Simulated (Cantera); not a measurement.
Cantera with NASA thermochemical tables; ideal gases at 1 bar, condensed phases pure. Values are per mole of reaction as written; species without (g) are pure solids or liquids, kept so even where they would boil at 1 bar.

**Question.** Between 1298 and 1898 K, where is each reaction favourable under standard conditions?
- NbO2 + 4 NH3(g) → 12 H(g) + Nb + 2 N2O(g)

**Answer.** 
- NbO2 + 4 NH3(g) → 12 H(g) + Nb + 2 N2O(g): ΔG° is 2311 kJ at 1298 K and 1591 kJ at 1898 K; it stays positive (K < 1). ΔH° is 3883 kJ and ΔS° 1207 J/K at 1898 K.
